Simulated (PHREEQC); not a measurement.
Leach liquor: speciation

Consider water at 34 °C with 150 mmol/kgw HCl and 150 mmol/kgw MnSO4. Closed to the air; pH follows from the charge balance.

Model: ion-association model, wateq4f.dat, run in PHREEQC.

Precipitation was switched off in this run.

**Question.** Estimate the pH, ionic strength.

**Answer.** pH 1.25; ionic strength 0.419 mol/kgw.

**Question.** In which forms is Cl present?

**Answer.** Cl- 91 %, MnCl+ 8.9 % of the Cl.
